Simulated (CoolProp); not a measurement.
Saturation properties of CH2F2 (R32).

Values from CoolProp's reference Helmholtz-energy equation of state, Tillner-Roth 1997.

```csv
T (°C),p (kPa),liquid density (kg/m³),vapour Z,vapour viscosity (µPa s)
-32.85,242.7,1159,0.9269,10.7
-27.65,301.0,1144,0.9162,11.0
-22.45,369.5,1128,0.9047,11.2
-17.15,451.2,1112,0.8919,11.5
-11.95,544.2,1095,0.8783,11.7
-6.65,653.4,1078,0.8634,12.0
-1.45,776.0,1060,0.8477,12.3
3.75,915.3,1042,0.8309,12.5
9.05,1076,1023,0.8125,12.8
14.25,1253,1004,0.7932,13.1
19.45,1452,983.6,0.7726,13.4
24.75,1678,962.0,0.7501,13.8
29.95,1925,939.8,0.7265,14.1
```

It boils at -51.7 °C under 1 atm.

Viscosity comes from a separate model (Bell 2016), an estimate that may be off by 10 % or more.
